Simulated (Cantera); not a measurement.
Input: 1 mol Al, 280 mol NH₃, 120 mol H₂, held at 13.0 Pa.

Equilibrium computed with Cantera from the NASA thermochemical tables; the gas is ideal and each condensed phase is pure. Candidate condensed phases: Al, AlN; 13 gas species. Kinetics and transport are ignored. All values below are at 950 K.

Base state: H₂ 0.795, N₂ 0.205 (mole fractions); condensed: AlN(s).

Question: What changes in the equilibrium state with this change: NH₃ from 280 to 0.25 mol?

Answer: 
| species | before | after |
|---|---|---|
| H₂ | 0.795 | 1.00 |
| N₂ | 0.205 | <1e-9 |
| AlN(s), mol | 1.00 | 0.250 |
| Al(l), mol | 0 | 0.750 |
